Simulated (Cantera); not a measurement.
A Cantera script and what it prints.

```python
import numpy as np
import cantera as ct

gas_names = [...]  # 115 gases of nasa_gas.yaml made of C, Ca, H, O
cond_names = """
    C(gr) C6H6(L) C7H8(L) C8H18(L),n-octa Ca(a) Ca(b) Ca(L) CaCO3(caL) CaO(s) CaO(L) CaO2H2(s) H2O(s)
    H2O(L)
""".split()


# ... load() reads the species with a 1 bar reference pressure and builds the phases ...
atoms = {
    'CaCO3': {'Ca': 1, 'C': 1, 'O': 3},
    'H2': {'H': 2},
    'O2': {'O': 2},
}
top_T = {'C(gr)': 4500}  # K; cautious upper limits of use, not melting points


# ... equilibrate(T, P, feed) seeds the gas with the atoms and calls Mixture.equilibrate('TP', solver="vcs", rtol=1e-11, max_steps=5000) ...
results = []
feed = {'CaCO3': 1, 'H2': 0.053, 'O2': 0.019}  # mol
P = 340  # Pa
for T in [1875, 1925, 1975, 2025, 2075, 2125, 2175]:
    mix = equilibrate(T, P, feed)
    results.append((T, P, feed, dict(zip(mix.species_names, mix.species_moles))))

top = {s: max(r[3][s] / sum(r[3][g] for g in gas_names) for r in results) for s in gas_names}
cols = sorted((s for s in top if top[s] > 0.0001), key=lambda s: -top[s])[:6]
seen = [c for c in cond_names if any(r[3].get(c, 0) > 1e-12 for r in results)]
print("log10 of partial pressures in bar; condensed amounts in mol")
print(f"{'T/K':>10s}" + "".join(f"{s[:9]:>10s}" for s in cols + seen))
for T, P, feed, n in results:
    ng = sum(n[g] for g in gas_names)
    print(f"{T:10.4g}" + "".join(f"{np.log10(max(n[s] / ng * P / 1e5, 1e-99)):10.3f}" for s in cols)
          + "".join(f"{n.get(c, 0):10.4g}" for c in seen))
```

Result:

```
log10 of partial pressures in bar; condensed amounts in mol
       T/K       CO2        CO        O2       H2O         O        OH    CaO(s)
      1875    -2.523    -3.773    -4.225    -3.789    -5.731    -5.254         1
      1925    -2.534    -3.659    -4.074    -3.799    -5.471    -5.103         1
      1975    -2.549    -3.549    -3.941    -3.811    -5.229    -4.964         1
      2025    -2.567    -3.445    -3.822    -3.827    -5.003    -4.836         1
      2075    -2.590    -3.349    -3.715    -3.847    -4.791    -4.718         1
      2125    -2.618    -3.259    -3.621    -3.873    -4.593    -4.611         1
      2175    -2.651    -3.178    -3.538    -3.905    -4.407    -4.515    0.9999
```

These are equilibrium values from Cantera (NASA tables, ideal gas, pure condensed phases), not measurements of a reactor.
